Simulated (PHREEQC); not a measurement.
**Leach liquor**

Solution (25 °C): 0.0032 mol/kgw H2SO4 and 0.0017 mol/kgw Al2(SO4)3. Closed to the air; pH follows from the charge balance.

Equilibrium calculation in PHREEQC: ion-association model, phreeqc.dat.

Each row changes one thing in this solution. No solid was allowed to form.

| case | pH | ionic strength (mol/kgw) | SO4-2 (mol/kgw) | HSO4- (mol/kgw) |
|---|---|---|---|---|
| as made | 2.34 | 0.0161 | 0.00415 | 0.00128 |
| diluted 100-fold with water | 4.18 | 0.000313 | 7.76e-5 | 4.72e-7 |
| H2SO4 replaced by (NH4)2SO4 at the same molality | 4.26 | 0.0177 | 0.00509 | 1.86e-5 |
| H2SO4 replaced by CdSO4 at the same molality | 4.23 | 0.0179 | 0.00440 | 1.73e-5 |
| Al2(SO4)3 left out | 2.29 | 0.00785 | 0.00232 | 0.000876 |

Some of these states are supersaturated (in Gibbsite (slow to form), for instance).
